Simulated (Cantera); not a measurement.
# Stirred combustor or abatement burner

A perfectly stirred reactor is fed with 7.46 % CH₄, 19.4 % O₂, 72.9 % N₂, 0.306 % CO₂, at 1.01 bar; it is adiabatic with a 448 K inlet, and is followed from long to short residence time, starting on the burning branch (τ in s: 0.26, 0.12, 0.054, 0.024, 0.011, 0.0049, 0.0022, 0.001, 0.00045, 0.0002, 9.1e-05, 4.1e-05, 1.8e-05).

Model: GRI-Mech 3.0 (53 species, 325 reactions), integrated in Cantera.

```json
[
 {"τ (s)": "0.26", "T (K)": "2049", "x CH₄": "2.17e-6", "x O₂": "0.0444", "x CO₂": "0.0766", "x C₂H₆": "2.16e-12", "x C₂H₄": "6.94e-11", "x OH": "0.00235", "x NO": "0.000549"},
 {"τ (s)": "0.12", "T (K)": "2046", "x CH₄": "4.22e-6", "x O₂": "0.0445", "x CO₂": "0.0764", "x C₂H₆": "7.68e-12", "x C₂H₄": "2.43e-10", "x OH": "0.00256", "x NO": "0.000328"},
 {"τ (s)": "0.054", "T (K)": "2040", "x CH₄": "7.89e-6", "x O₂": "0.0447", "x CO₂": "0.0759", "x C₂H₆": "2.42e-11", "x C₂H₄": "7.42e-10", "x OH": "0.00292", "x NO": "0.000207"},
 {"τ (s)": "0.024", "T (K)": "2029", "x CH₄": "1.41e-5", "x O₂": "0.0450", "x CO₂": "0.0751", "x C₂H₆": "6.53e-11", "x C₂H₄": "1.90e-9", "x OH": "0.00347", "x NO": "0.000140"},
 {"τ (s)": "0.011", "T (K)": "2012", "x CH₄": "2.38e-5", "x O₂": "0.0455", "x CO₂": "0.0738", "x C₂H₆": "1.52e-10", "x C₂H₄": "4.11e-9", "x OH": "0.00417", "x NO": "0.000100"},
 {"τ (s)": "0.0049", "T (K)": "1986", "x CH₄": "4.11e-5", "x O₂": "0.0464", "x CO₂": "0.0719", "x C₂H₆": "3.54e-10", "x C₂H₄": "8.55e-9", "x OH": "0.00500", "x NO": "7.22e-5"},
 {"τ (s)": "0.0022", "T (K)": "1949", "x CH₄": "7.17e-5", "x O₂": "0.0476", "x CO₂": "0.0693", "x C₂H₆": "8.46e-10", "x C₂H₄": "1.78e-8", "x OH": "0.00583", "x NO": "5.25e-5"},
 {"τ (s)": "0.0010", "T (K)": "1902", "x CH₄": "0.000129", "x O₂": "0.0493", "x CO₂": "0.0659", "x C₂H₆": "2.22e-9", "x C₂H₄": "3.94e-8", "x OH": "0.00652", "x NO": "3.86e-5"},
 {"τ (s)": "0.00045", "T (K)": "1842", "x CH₄": "0.000252", "x O₂": "0.0519", "x CO₂": "0.0613", "x C₂H₆": "7.20e-9", "x C₂H₄": "1.04e-7", "x OH": "0.00688", "x NO": "2.75e-5"},
 {"τ (s)": "0.00020", "T (K)": "1766", "x CH₄": "0.000564", "x O₂": "0.0562", "x CO₂": "0.0546", "x C₂H₆": "3.45e-8", "x C₂H₄": "3.78e-7", "x OH": "0.00665", "x NO": "1.73e-5"},
 {"τ (s)": "9.1e-5", "T (K)": "1655", "x CH₄": "0.00183", "x O₂": "0.0663", "x CO₂": "0.0414", "x C₂H₆": "5.20e-7", "x C₂H₄": "3.27e-6", "x OH": "0.00488", "x NO": "7.24e-6"},
 {"τ (s)": "4.1e-5", "T (K)": "448", "x CH₄": "0.0746", "x O₂": "0.194", "x CO₂": "0.00306", "x C₂H₆": "<1e-12", "x C₂H₄": "<1e-12", "x OH": "<1e-12", "x NO": "<1e-12"},
 {"τ (s)": "1.8e-5", "T (K)": "448", "x CH₄": "0.0746", "x O₂": "0.194", "x CO₂": "0.00306", "x C₂H₆": "<1e-12", "x C₂H₄": "<1e-12", "x OH": "<1e-12", "x NO": "<1e-12"}
]
```
x: mole fraction; the columns are a selection and need not sum to one.
